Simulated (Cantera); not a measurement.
Cantera run:

```python
import numpy as np
import cantera as ct

gas_names = """
    CL CL2 H HCL H2 Si SiCL SiCL2 SiCL3 SiCL4 SiH SiHCL3 SiH2 SiH2CL2 SiH3 SiH3CL SiH4 Si2 Si3
""".split()
cond_names = """
    Si(cr) Si(L)
""".split()


def load(file, names, dense=False):
    # The tables refer to 1 bar. Condensed volumes are neglected.
    table = {s.name: s for s in ct.Species.list_from_file(file)}
    out = []
    for n in names:
        d = dict(table[n].input_data)
        d["thermo"] = dict(d["thermo"], **{"reference-pressure": 1e5})
        if dense:
            d["equation-of-state"] = {"model": "constant-volume", "density": "1e6 g/cm^3"}
        out.append(ct.Species.from_dict(d))
    return out


gas = ct.Solution(thermo="ideal-gas", species=load("nasa_gas.yaml", gas_names))
cond = {s.name: ct.Solution(thermo="fixed-stoichiometry", species=[s], name=s.name)
        for s in load("nasa_condensed.yaml", cond_names, dense=True)}
atoms = {
    'SiHCl3': {'Si': 1, 'H': 1, 'CL': 3},
    'Cl2': {'CL': 2},
    'H2': {'H': 2},
}
top_T = {}  # K; cautious upper limits of use, not melting points


def equilibrate(T, P, feed):
    n = {}
    for name, mol in feed.items():
        for a, k in atoms[name].items():
            n[a] = n.get(a, 0.0) + k * mol
    gas.TPX = T, P, n
    mass = sum(n.values()) * gas.mean_molecular_weight
    gas.equilibrate("TP")
    valid = [c for c in cond.values() if c.min_temp <= T <= top_T.get(c.name, c.max_temp)]
    mix = ct.Mixture([(gas, mass / gas.mean_molecular_weight)] + [(c, 0.0) for c in valid])
    mix.T, mix.P = T, P
    mix.equilibrate("TP", solver="vcs", rtol=1e-11, max_steps=5000)
    return mix


results = []
feed = {'SiHCl3': 1, 'Cl2': 0.022, 'H2': 31}  # mol
T = 1623.15  # K
P = 69000  # Pa
mix = equilibrate(T, P, feed)
results.append((T, P, feed, dict(zip(mix.species_names, mix.species_moles))))
x = sorted(zip(gas.X, gas.species_names), reverse=True)
print(f"T = {T:g} K  P = {P:g} Pa  gas = {mix.phase_moles(0):.4g} mol")
print("   x: " + "  ".join(f"{s} {v:.3e}" for v, s in x if v > 1e-06))
print("   condensed (mol): " + ("  ".join(f"{mix.phase(i).name} {mix.phase_moles(i):.4g}"
      for i in range(1, mix.n_phases) if mix.phase_moles(i) > 1e-12) or "none"))
```

It prints:

```
T = 1623.15 K  P = 69000 Pa  gas = 32.99 mol
   x: H2 9.243e-01  HCL 6.040e-02  SiCL2 1.381e-02  SiCL3 8.648e-04  SiHCL3 2.999e-04  SiCL4 1.264e-04  SiH2CL2 1.201e-04  H 8.012e-05  SiH3CL 1.442e-05  SiH2 5.988e-06  CL 4.124e-06  SiCL 3.284e-06
   condensed (mol): Si(cr) 0.4972
```

Method: chemical equilibrium by Gibbs-energy minimisation in Cantera with the NASA 1993 tables (ideal gas, pure condensed phases). The tables' values for SiCl3 are old estimates; treat these amounts as uncertain.
